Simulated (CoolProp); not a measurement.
Vapour-liquid equilibrium of CHF3 (R23) (1) + R143a (2) at 2.2 bar; x and y are mole fractions of (1).

Values from CoolProp's multi-fluid Helmholtz-energy mixture model, Penoncello 2003 and Lemmon and Jacobsen 2000; pair parameters Bell 2016.

Task: Give the bubble temperature and the first vapour's composition at x = 0.55, 0.75, 0.95. Is there an azeotrope?

Result: x = 0.55: 215.7 K, y = 0.870; x = 0.75: 210.5 K, y = 0.943; x = 0.95: 206.6 K, y = 0.990. No azeotrope shows between x = 0.05 and 0.95.

Pair parameters are fitted to limited data, so mixtures are less certain than the pure fluids. The gap from Raoult's law changes sign with composition, which may be real or a fault of the pair parameters; it wasn't checked against measurements.
